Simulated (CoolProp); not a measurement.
Vapour-liquid equilibrium of isobutane (1) + R245fa (2) at 0.138 MPa; x and y are mole fractions of (1).

Values from CoolProp's multi-fluid Helmholtz-energy mixture model, Bücker 2006 and Akasaka 2015; pair parameters Bell 2016.

```csv
x,"bubble temperature, mixture model (°C)","bubble temperature, Raoult's law (°C)","y, mixture model","y, Raoult's law"
0.05,11.4,21.2,0.383,0.113
0.2,-2.7,16.1,0.695,0.388
0.35,-5.4,11.5,0.743,0.587
0.5,-5.8,7.4,0.751,0.733
0.65,-5.9,3.7,0.759,0.841
0.8,-6.1,0.4,0.791,0.922
0.95,-5.0,-2.6,0.910,0.983
```

The largest gap from Raoult's law is -18.8 K in bubble temperature, at x = 0.2. y crosses x between x = 0.65 and 0.8: the model has an azeotrope there.

The pair parameters rest on a limited set of measurements; away from them the model extrapolates. With so large a gap from Raoult's law the liquid may split in two, which this calculation doesn't test in full.
